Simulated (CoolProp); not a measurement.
The fluid at 298.15 K and 0.687 MPa is compressed adiabatically to 2.59 MPa with isentropic efficiency 0.85. The same conditions are run with several fluids, on thermodynamics alone (safety and materials aside).

Model: reference Helmholtz-energy equation of state of each fluid (CH3F (R41): Lemmon 2006; R507A: Lemmon 2003; oxygen: Schmidt 1985; R143a: Lemmon and Jacobsen 2000; sulfur hexafluoride: Guder 2009), in CoolProp. Blends and air are pseudo-pure fits.

| fluid | work (kJ/kg) | final temperature (K) | final density (kg/m³) |
|---|---|---|---|
| CH3F (R41) | 123 | 409.9 | 27.9 |
| R507A | 34.3 | 356.1 | 118 |
| oxygen | 146 | 455.5 | 21.8 |
| R143a | 40.6 | 359.9 | 98.0 |
| sulfur hexafluoride | 24.5 | 346.4 | 164 |

Above 300 K oxygen's equation is extrapolated.
